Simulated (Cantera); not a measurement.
Feed: 1 mol Si, 1.9 mol CO, 52 mol N2, held at 5.80 bar.

Points: T (K) = 1275, 1300, 1325, 1350, 1375, 1400, 1425, 1450, 1475, 1500, 1525, 1550, 1575, 1600.

Cantera's Mixture.equilibrate('TP', solver="vcs", rtol=1e-11, max_steps=5000) on the NASA tables stopped like this:

```
ERROR: FAILURE its = 5001!

*******************************************************************************
CanteraError thrown by MultiPhase::equilibrate:
VCS solver failed. Return code: -1
*******************************************************************************
```

Problem. What got this run through?

Solution. This is not unique; one that fits is The failure is numerical, not chemical. The same input converged with solver="gibbs", rtol=1e-10, max_steps=50000, and the result passed a check of the equilibrium conditions:
```
log10 of partial pressures in bar; condensed amounts in mol
       T/K        N2        CO       CO2     C(gr) SiO2(hqz) Si2N2O(s)
      1275     0.758    -1.174    -4.502     1.294    0.5294    0.2353
      1300     0.756    -1.036    -4.357     1.065    0.3765    0.3117
      1325     0.754    -0.903    -4.219    0.7629    0.1749    0.4126
      1350     0.752    -0.814    -4.164    0.5006         0       0.5
      1375     0.752    -0.814    -4.281    0.5005         0       0.5
      1400     0.752    -0.814    -4.394    0.5004         0       0.5
      1425     0.752    -0.814    -4.503    0.5003         0       0.5
      1450     0.752    -0.814    -4.607    0.5002         0       0.5
      1475     0.752    -0.814    -4.708    0.5002         0       0.5
      1500     0.752    -0.814    -4.806    0.5001         0       0.5
      1525     0.752    -0.814    -4.900    0.5001         0       0.5
      1550     0.752    -0.814    -4.991    0.5001         0       0.5
      1575     0.752    -0.814    -5.079    0.5001         0       0.5
      1600     0.752    -0.814    -5.164    0.5001         0       0.5
```

The gas is ideal and each condensed phase is pure. N2 is the only nitrogen source here; it is nearly inert below about 1500 K, so the nitride shown seldom forms there in practice. Mutual solubility and eutectic melting of coexisting phases are not modelled. The tables hold silica as quartz up to 1696 K and as liquid above; real silica turns to tridymite and cristobalite and melts near 1996 K.
